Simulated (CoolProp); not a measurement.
The numbers come from the reference Helmholtz-energy equation of state, Lemmon 2000 in CoolProp. It is a pseudo-pure fit of the blend.

Task: For dry air, give the phase and the cv (kJ/(kg K)) at -143.95 °C and 5370 kPa; 166.65 °C and 241 kPa.

Result: 
- -143.95 °C and 5370 kPa: liquid; cv 0.918
- 166.65 °C and 241 kPa: gas; cv 0.732
